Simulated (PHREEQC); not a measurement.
0.5 mol of Gypsum (CaSO4:2H2O) is brought to equilibrium with 1 kg of water holding 0.016 mol NaOH, with rising amounts of KNO3, at 63 °C. O2 is buffered at 0.21 atm. No CO2 enters from the air. Solids allowed: Gypsum, Portlandite, Mirabilite. Others were left out.

All values are PHREEQC results (ion-association model, wateq4f.dat), not measurements.

| KNO3 added (mol) | pH | dissolved Ca (mol/kgw) | dissolved S (mol/kgw) | KSO4- (mol/kgw) |
|---|---|---|---|---|
| 0 | 11.06 | 0.0173 | 0.0173 | 0 |
| 0.0417 | 11.03 | 0.0207 | 0.0207 | 0.00202 |
| 0.0833 | 11.02 | 0.0234 | 0.0234 | 0.00379 |
| 0.125 | 11.00 | 0.0257 | 0.0257 | 0.00540 |
| 0.167 | 10.99 | 0.0277 | 0.0277 | 0.00691 |
| 0.208 | 10.98 | 0.0296 | 0.0296 | 0.00829 |
| 0.25 | 10.98 | 0.0313 | 0.0313 | 0.00963 |
| 0.292 | 10.97 | 0.0328 | 0.0328 | 0.0109 |
| 0.333 | 10.96 | 0.0343 | 0.0343 | 0.0121 |
| 0.375 | 10.96 | 0.0356 | 0.0356 | 0.0132 |
| 0.417 | 10.95 | 0.0369 | 0.0369 | 0.0143 |
| 0.458 | 10.95 | 0.0381 | 0.0381 | 0.0154 |
| 0.5 | 10.95 | 0.0393 | 0.0393 | 0.0164 |

Away from 25 °C the constants follow the database's enthalpies or fits; those with neither stay at their 25 °C values.
